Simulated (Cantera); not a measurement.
An adiabatic, constant-pressure homogeneous reactor starts with CH4 : H2 : O2 : N2 : CO2 = 1 : 0.047 : 2.25 : 6.52 : 1.5 (molar parts), equivalence ratio 0.90, at 975 K and 101000 Pa. Integrator tolerance rtol = 1e-08.

Detailed kinetics in Cantera: GRI-Mech 3.0 (53 species, 325 reactions). Below about 1000 K GRI-Mech 3.0 lacks low-temperature oxidation paths.

Problem. What does this change do: pressure from 101000 Pa to 1000000 Pa?

Solution. 
```tsv
quantity	before	after
time of steepest temperature rise	0.414 s	41.6 ms
temperature at 2.00 s	2406 K	2495 K
equilibrium temperature	2406 K	2495 K
x(CH4) at 2.00 s	<1e-12 (gas-phase equilibrium <1e-12)	<1e-12 (gas-phase equilibrium <1e-12)
x(H2) at 2.00 s	0.00372 (gas-phase equilibrium 0.00372)	0.00209 (gas-phase equilibrium 0.00209)
x(O2) at 2.00 s	0.0284 (gas-phase equilibrium 0.0284)	0.0234 (gas-phase equilibrium 0.0234)
x(H) at 2.00 s	0.000999 (gas-phase equilibrium 0.000999)	0.000358 (gas-phase equilibrium 0.000358)
x(CO2) at 2.00 s	0.192 (gas-phase equilibrium 0.192)	0.204 (gas-phase equilibrium 0.204)
x(HCN) at 2.00 s	5.35e-11 (gas-phase equilibrium 5.35e-11)	1.31e-10 (gas-phase equilibrium 1.31e-10)
```

Problem. What does this change do: initial temperature 975 to 1100 K?

Solution. 
```json
[
 {"quantity": "time of steepest temperature rise", "before": "0.414 s", "after": "91.0 ms"},
 {"quantity": "temperature at 2.00 s", "before": "2406 K", "after": "2458 K"},
 {"quantity": "equilibrium temperature", "before": "2406 K", "after": "2458 K"},
 {"quantity": "x(CH4) at 2.00 s", "before": "<1e-12 (gas-phase equilibrium <1e-12)", "after": "<1e-12 (gas-phase equilibrium <1e-12)"},
 {"quantity": "x(H2) at 2.00 s", "before": "0.00372 (gas-phase equilibrium 0.00372)", "after": "0.00460 (gas-phase equilibrium 0.00460)"},
 {"quantity": "x(O2) at 2.00 s", "before": "0.0284 (gas-phase equilibrium 0.0284)", "after": "0.0308 (gas-phase equilibrium 0.0308)"},
 {"quantity": "x(H) at 2.00 s", "before": "0.000999 (gas-phase equilibrium 0.000999)", "after": "0.00142 (gas-phase equilibrium 0.00142)"},
 {"quantity": "x(CO2) at 2.00 s", "before": "0.192 (gas-phase equilibrium 0.192)", "after": "0.185 (gas-phase equilibrium 0.185)"},
 {"quantity": "x(HCN) at 2.00 s", "before": "5.35e-11 (gas-phase equilibrium 5.35e-11)", "after": "9.23e-11 (gas-phase equilibrium 9.23e-11)"}
]
```
